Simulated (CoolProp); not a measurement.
Model: reference Helmholtz-energy equation of state, Thol 2021, in CoolProp.

Question: Give the vapour pressure (bar), liquid density (kg/m³), enthalpy of vaporisation (kJ/kg), liquid cp (kJ/(kg K)) of saturated chlorine at 313.4, 316.9, 320.5 K.

Answer: 
```csv
T (K),p (bar),liquid density (kg/m³),enthalpy of vaporisation (kJ/kg),liquid cp (kJ/(kg K))
313.4,11.5,1340,235,1.02
316.9,12.5,1330,232,1.03
320.5,13.6,1320,229,1.04
```
